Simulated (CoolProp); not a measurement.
Vapour-liquid equilibrium of R245fa (1) + n-pentane (2) at 1400 kPa; x and y are mole fractions of (1).

Values from CoolProp's multi-fluid Helmholtz-energy mixture model, Akasaka 2015 and Thol 2019; pair parameters Bell 2016.

```
x     bubble temperature (K)  y at the bubble point  dew temperature at overall composition x (K)  liquid density (mol/L)
----  ----------------------  ---------------------  --------------------------------------------  ----------------------
0.05                   405.1                  0.172                                         412.8                     [?]
0.2                    386.8                  0.448                                         403.3                   7.033
0.35                   379.6                    [?]                                         393.4                   7.134
0.5                    376.2                  0.631                                         383.3                   7.228
0.65                   374.4                  0.698                                         375.5                   7.388
0.8                    374.0                    [?]                                         374.1                     [?]
0.95                   376.1                  0.929                                         376.6                   7.920
```

### Question
What belongs in the gaps?

### Answer

- 0.05, liquid density (mol/L): 6.751
- 0.35, y at the bubble point: 0.561
- 0.8, y at the bubble point: 0.786
- 0.8, liquid density (mol/L): 7.631

y crosses x between x = 0.65 and 0.8: the model has an azeotrope there.

The pair parameters rest on a limited set of measurements; away from them the model extrapolates. With so large a gap from Raoult's law the liquid may split in two, which this calculation doesn't test in full.
